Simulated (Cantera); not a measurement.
A freely propagating, adiabatic, planar premixed flame of CH4 : O2 : N2 = 1 : 1.67 : 7.67 (molar parts), equivalence ratio 1.2, unburnt at 675 K and 105 Torr; mixture-averaged transport, grid criteria slope 0.08 and curve 0.16, no radiation.

Detailed kinetics in Cantera: GRI-Mech 3.0 (53 species, 325 reactions). Burning velocities carry a grid error of a few per cent, more on coarse grids.

Question: Predict: laminar burning velocity; thermal thickness; peak x(C2H); peak x(HCN).

Answer: 
```
Quantity                     Value
------------------------  --------
laminar burning velocity  170 cm/s
thermal thickness          2.14 mm
peak x(C2H)                8.26e-7
peak x(HCN)                1.00e-5
```
